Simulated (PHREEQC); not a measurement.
1 kg of water holding 48 mmol/kgw K2SO4 and 4.1 mmol/kgw K2CO3 is evaporated at 25 °C; the solids stay in contact with the brine. No CO2 enters from the air. The run lets Arcanite, Kalicinite, Misenite precipitate or redissolve, and no other solid.

The series has 28 steps of water left (kg), from 1 to 0.005024.

Equilibrium calculation in PHREEQC: Pitzer model, pitzer.dat.

### Question
Which solids form, in which order, and at which step of the series does each first stand?

### Answer
Arcanite from water left = 0.07809 kg (pH 11.14).
